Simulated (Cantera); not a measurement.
**Abatement and gas-phase synthesis: N2O + O2**

A closed system holds: 1 mol N2O, 0.49 mol O2, held at 2.50 mbar.

Cantera equilibrium calculation (NASA polynomials, part measured and part estimated; ideal gas, pure solids and liquids). Rates play no part.

From 2873 K to 3423 K nothing is condensed.

| T (K) | log p O | log p N2 | log p O2 | log p NO |
|---|---|---|---|---|
| 2873 | -2.91 | -3.04 | -3.53 | -4.28 |
| 2923 | -2.88 | -3.05 | -3.63 | -4.31 |
| 2973 | -2.86 | -3.05 | -3.74 | -4.34 |
| 3023 | -2.84 | -3.06 | -3.86 | -4.38 |
| 3073 | -2.83 | -3.06 | -3.97 | -4.41 |
| 3123 | -2.82 | -3.07 | -4.09 | -4.45 |
| 3173 | -2.81 | -3.07 | -4.21 | -4.49 |
| 3223 | -2.80 | -3.07 | -4.33 | -4.52 |
| 3273 | -2.80 | -3.08 | -4.45 | -4.56 |
| 3323 | -2.79 | -3.08 | -4.57 | -4.60 |
| 3373 | -2.79 | -3.08 | -4.68 | -4.63 |
| 3423 | -2.79 | -3.08 | -4.79 | -4.67 |
log p: log10 of the partial pressure in bar; nothing condenses.
